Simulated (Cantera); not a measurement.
**Equilibrium for silicon etching in halogen gases: Si + Cl2**

Feed: 1 mol Si, a varied amount of Cl2, equilibrated at 950 K and 81.0 Pa.

Method: chemical equilibrium by Gibbs-energy minimisation in Cantera with the NASA 1993 tables (ideal gas, pure condensed phases). Candidate condensed phases: Si; 9 gas species. The tables' values for SiCl3 are old estimates; treat these amounts as uncertain. Equilibrium is a limit: real reactors are often held back by kinetics, nucleation or transport.

From 0.96 mol Cl2 to 1.7 mol Cl2 the condensed part is Si(s). From 2.2 mol Cl2 to 8.4 mol Cl2 nothing is condensed. The main Si-bearing gas is SiCl4 throughout.

```json
[
 {"n(Cl2) (mol)": "0.96", "x SiCl4": "0.973", "x Cl2": "<1e-12", "x SiCl3": "0.0171", "x SiCl2": "0.0100", "x Cl": "1.51e-9", "n Si(s)": "0.515"},
 {"n(Cl2) (mol)": "1.3", "x SiCl4": "0.973", "x Cl2": "<1e-12", "x SiCl3": "0.0171", "x SiCl2": "0.0100", "x Cl": "1.51e-9", "n Si(s)": "0.344"},
 {"n(Cl2) (mol)": "1.7", "x SiCl4": "0.973", "x Cl2": "<1e-12", "x SiCl3": "0.0171", "x SiCl2": "0.0100", "x Cl": "1.51e-9", "n Si(s)": "0.142"},
 {"n(Cl2) (mol)": "2.2", "x SiCl4": "0.832", "x Cl2": "0.165", "x SiCl3": "8.73e-9", "x SiCl2": "<1e-12", "x Cl": "0.00253", "n Si(s)": "0"},
 {"n(Cl2) (mol)": "2.8", "x SiCl4": "0.554", "x Cl2": "0.441", "x SiCl3": "3.56e-9", "x SiCl2": "<1e-12", "x Cl": "0.00413", "n Si(s)": "0"},
 {"n(Cl2) (mol)": "3.7", "x SiCl4": "0.369", "x Cl2": "0.626", "x SiCl3": "1.99e-9", "x SiCl2": "<1e-12", "x Cl": "0.00492", "n Si(s)": "0"},
 {"n(Cl2) (mol)": "4.9", "x SiCl4": "0.256", "x Cl2": "0.739", "x SiCl3": "1.27e-9", "x SiCl2": "<1e-12", "x Cl": "0.00534", "n Si(s)": "0"},
 {"n(Cl2) (mol)": "6.4", "x SiCl4": "0.185", "x Cl2": "0.810", "x SiCl3": "8.75e-10", "x SiCl2": "<1e-12", "x Cl": "0.00559", "n Si(s)": "0"},
 {"n(Cl2) (mol)": "8.4", "x SiCl4": "0.135", "x Cl2": "0.859", "x SiCl3": "6.20e-10", "x SiCl2": "<1e-12", "x Cl": "0.00576", "n Si(s)": "0"}
]
```
x: gas mole fraction; n: condensed amount in mol.
